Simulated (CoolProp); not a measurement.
Vapour-liquid equilibrium of isobutane (1) + n-butane (2) at 370.6 K; x and y are mole fractions of (1).

The numbers come from the multi-fluid Helmholtz-energy mixture model, Bücker 2006 and Bücker 2006; pair parameters Kunz 2012 in CoolProp.

```tsv
x	bubble pressure (MPa)	y at the bubble point	dew pressure at overall composition x (MPa)	liquid density (mol/L)
0.05	1.472	0.059	1.469	8.089
0.15	1.513	0.173	1.505	___
0.25	1.555	0.284	1.542	7.976
0.35	___	0.390	1.581	7.917
0.45	1.640	___	1.622	___
0.55	1.684	___	1.666	7.795
0.65	___	___	1.711	7.731
0.75	1.775	0.780	1.760	7.666
0.85	1.821	0.870	1.811	7.598
0.95	1.869	0.957	1.865	7.527
```

Problem. Complete the blanks.

Solution. 
- 0.15, liquid density (mol/L): 8.033
- 0.35, bubble pressure (MPa): 1.597
- 0.45, y at the bubble point: 0.492
- 0.45, liquid density (mol/L): 7.857
- 0.55, y at the bubble point: 0.591
- 0.65, bubble pressure (MPa): 1.729
- 0.65, y at the bubble point: 0.687

No azeotrope shows between x = 0.05 and 0.95.

Pair parameters are fitted to limited data, so mixtures are less certain than the pure fluids.
